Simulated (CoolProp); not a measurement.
Vapour-liquid equilibrium of hydrogen chloride (1) + n-butane (2) at 2.1 bar; x and y are mole fractions of (1).

Model: multi-fluid Helmholtz-energy mixture model, Thol 2018 and Bücker 2006; pair parameters Bell 2016, in CoolProp.

| x | bubble temperature (K) | y at the bubble point | dew temperature at overall composition x (K) | liquid density (mol/L) |
|---|---|---|---|---|
| 0.05 | 259.4 | [?] | [?] | 10.94 |
| 0.15 | 226.4 | 0.949 | 288.4 | 12.41 |
| 0.25 | 214.5 | 0.977 | 284.7 | [?] |
| 0.35 | 209.5 | 0.985 | 280.5 | 14.91 |
| 0.45 | 207.4 | [?] | 276.0 | 16.32 |
| 0.55 | 206.6 | 0.988 | 270.7 | 17.94 |
| 0.65 | 206.1 | 0.989 | 264.4 | [?] |
| 0.75 | 205.5 | 0.990 | 256.6 | 22.24 |
| 0.85 | 204.5 | [?] | [?] | [?] |
| 0.95 | 203.0 | 0.997 | 225.9 | 29.12 |

Fill in the missing entries.


- 0.05, y at the bubble point: 0.717
- 0.05, dew temperature at overall composition x (K): 291.9
- 0.25, liquid density (mol/L): 13.64
- 0.45, y at the bubble point: 0.987
- 0.65, liquid density (mol/L): 19.87
- 0.85, y at the bubble point: 0.992
- 0.85, dew temperature at overall composition x (K): 245.7
- 0.85, liquid density (mol/L): 25.23

No azeotrope shows between x = 0.05 and 0.95.

Pair parameters are fitted to limited data, so mixtures are less certain than the pure fluids. With so large a gap from Raoult's law the liquid may split in two, which this calculation doesn't test in full.
